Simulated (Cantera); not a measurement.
Input (Python, Cantera) and output of one run.

```python
import numpy as np
import cantera as ct

gas_names = [...]  # 87 gases of nasa_gas.yaml made of C, H, Si
cond_names = """
    C(gr) C6H6(L) C7H8(L) C8H18(L),n-octa Si(cr) Si(L) SiC(b)
""".split()


# ... load() reads the species with a 1 bar reference pressure and builds the phases ...
atoms = {
    'CH3SiH3': {'C': 1, 'H': 6, 'Si': 1},
    'C2H2': {'C': 2, 'H': 2},
    'H2': {'H': 2},
}
top_T = {'C(gr)': 4500, 'SiC(b)': 3050}  # K; cautious upper limits of use, not melting points


# ... equilibrate(T, P, feed) seeds the gas with the atoms and calls Mixture.equilibrate('TP', solver="vcs", rtol=1e-11, max_steps=5000) ...
results = []
feed = {'CH3SiH3': 1, 'C2H2': 0.0083, 'H2': 1800}  # mol
T = 1675  # K
P = 370  # Pa
mix = equilibrate(T, P, feed)
results.append((T, P, feed, dict(zip(mix.species_names, mix.species_moles))))
x = sorted(zip(gas.X, gas.species_names), reverse=True)
print(f"T = {T:g} K  P = {P:g} Pa  gas = {mix.phase_moles(0):.4g} mol")
print("   x: " + "  ".join(f"{s} {v:.3e}" for v, s in x if v > 1e-05))
print("   condensed (mol): " + ("  ".join(f"{mix.phase(i).name} {mix.phase_moles(i):.4g}"
      for i in range(1, mix.n_phases) if mix.phase_moles(i) > 1e-12) or "none"))
```

It prints:

```
T = 1675 K  P = 370 Pa  gas = 1805 mol
   x: H2 9.981e-01  H 1.907e-03
   condensed (mol): SiC(b) 0.9898
```

Equilibrium computed with Cantera from the NASA thermochemical tables; the gas is ideal and each condensed phase is pure. The feed counts by its element totals alone.
